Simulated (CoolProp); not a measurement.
Vapour-liquid equilibrium of R113 (1) + n-heptane (2) at 952 kPa; x and y are mole fractions of (1).

The numbers come from the multi-fluid Helmholtz-energy mixture model, Marx 1992 and Span 2003; pair parameters Bell 2016 in CoolProp.

Task: Give the bubble temperature and the first vapour's composition at x = 0.05, 0.5, 0.95. Is there an azeotrope?

Result: x = 0.05: 466.4 K, y = 0.108; x = 0.5: 431.6 K, y = 0.709; x = 0.95: 411.6 K, y = 0.976. No azeotrope shows between x = 0.05 and 0.95.

The pair parameters rest on a limited set of measurements; away from them the model extrapolates.
